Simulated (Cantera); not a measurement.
## Ignition delay

Mixture: 12.2 % CH₄, 14.4 % O₂, 73.3 % N₂, equivalence ratio 1.7, at 750 Torr, adiabatic and at constant pressure. Ignition delay is the time to a rise of 400 K.

Computed with Cantera and GRI-Mech 3.0 (53 species, 325 reactions).

| T0 (K) | delay (ms) |
|---|---|
| 1273 | 29.7 |
| 1373 | 8.25 |
| 1473 | 2.56 |
| 1573 | 0.903 |
| 1673 | 0.371 |
| 1773 | 0.175 |
| 1873 | 0.0931 |
| 1973 | 0.0542 |
| 2073 | 0.0338 |

```
Property                                                 Value
--------------------------------------------------  ----------
apparent activation energy between 1873 and 2073 K  160 kJ/mol
```
